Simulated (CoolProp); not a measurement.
Vapour-liquid equilibrium of CHF3 (R23) (1) + C2F6 (R116) (2) at 0.475 bar; x and y are mole fractions of (1).

Model: multi-fluid Helmholtz-energy mixture model, Penoncello 2003 and Lemmon 2006; pair parameters Bell 2016, in CoolProp.

```
x     bubble temperature (K)  y at the bubble point  dew temperature at overall composition x (K)  liquid density (mol/L)
----  ----------------------  ---------------------  --------------------------------------------  ----------------------
0.05                   178.5                  0.238                                         181.3                   12.39
0.2                    174.4                  0.478                                         179.1                   13.36
0.35                   173.5                  0.536                                         176.6                   14.39
0.5                    173.3                  0.553                                         174.0                     [?]
0.65                   173.4                    [?]                                         174.3                   17.00
0.8                    173.8                    [?]                                         176.4                   18.70
0.95                   176.5                  0.807                                         178.4                   20.64
```

Question: Complete the blanks.

Answer: 
- 0.5, liquid density (mol/L): 15.58
- 0.65, y at the bubble point: 0.565
- 0.8, y at the bubble point: 0.609

y crosses x between x = 0.5 and 0.65: the model has an azeotrope there.

Pair parameters are fitted to limited data, so mixtures are less certain than the pure fluids.
